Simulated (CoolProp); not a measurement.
Vapour-liquid equilibrium of propane (1) + R152A (2) at 0.0706 MPa; x and y are mole fractions of (1).

The numbers come from the multi-fluid Helmholtz-energy mixture model, Lemmon 2009 and Outcalt 1996; pair parameters Bell 2016 in CoolProp.

| x | bubble temperature, mixture model (K) | bubble temperature, Raoult's law (K) | y, mixture model | y, Raoult's law |
|---|---|---|---|---|
| 0.05 | 234.0 | 240.0 | 0.328 | 0.105 |
| 0.15 | 226.3 | 237.7 | 0.585 | 0.286 |
| 0.25 | 223.1 | 235.5 | 0.671 | 0.435 |
| 0.35 | 221.9 | 233.5 | 0.706 | 0.558 |
| 0.45 | 221.4 | 231.6 | 0.723 | 0.661 |
| 0.55 | 221.1 | 229.8 | 0.732 | 0.747 |
| 0.65 | 221.0 | 228.2 | 0.743 | 0.820 |
| 0.75 | 220.9 | 226.6 | 0.762 | 0.882 |
| 0.85 | 221.0 | 225.2 | 0.804 | 0.935 |
| 0.95 | 221.9 | 223.8 | 0.902 | 0.980 |

The largest gap from Raoult's law is -12.4 K in bubble temperature, at x = 0.25. y crosses x between x = 0.75 and 0.85: the model has an azeotrope there.

Pair parameters are fitted to limited data, so mixtures are less certain than the pure fluids. With so large a gap from Raoult's law the liquid may split in two, which this calculation doesn't test in full.
